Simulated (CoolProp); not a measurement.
Nitrous oxide at 293.15 K and 1.79 MPa is compressed adiabatically to 10.3 MPa with isentropic efficiency 0.6. Each further row changes one setting.

Values from CoolProp's reference Helmholtz-energy equation of state, Lemmon 2006. It is a short technical equation, of lower accuracy than the large ones.

```json
[
 {"case": "as stated", "work (kJ/kg)": "172", "final temperature (K)": "491.7", "final density (kg/m³)": "121"},
 {"case": "efficiency 1", "work (kJ/kg)": "103", "final temperature (K)": "436.3", "final density (kg/m³)": "146"},
 {"case": "efficiency 0.65", "work (kJ/kg)": "159", "final temperature (K)": "480.8", "final density (kg/m³)": "125"}
]
```
